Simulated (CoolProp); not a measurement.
The numbers come from the reference Helmholtz-energy equation of state, de Reuck 1990 in CoolProp.

**Question.** Give the vapour pressure (bar), liquid density (kg/m³), vapour density (kg/m³), liquid cp (kJ/(kg K)) of saturated fluorine at 130.5 K.

**Answer.** 
```csv
T (K),p (bar),liquid density (kg/m³),vapour density (kg/m³),liquid cp (kJ/(kg K))
130.5,28.1,1080,148,2.34
```
